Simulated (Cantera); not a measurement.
Charge: 1 mol Fe, 0.0024 mol O₂, 2.3 mol H₂, held at 10.0 mbar.

These are equilibrium values from Cantera (NASA tables, ideal gas, pure condensed phases), not measurements of a reactor. Candidate condensed phases: Fe, FeO, Fe(OH)₂, Fe(OH)₃, Fe₂O₃, Fe₃O₄, H₂O; 12 gas species. Kinetics and transport are ignored.

### Question
At 1450 °C, list the 4 most abundant gas species with their mole fractions, and the condensed phases.

### Answer
H₂ 0.995, H₂O 0.00208, H 0.00182, Fe 0.000913. Condensed: Fe(δ).
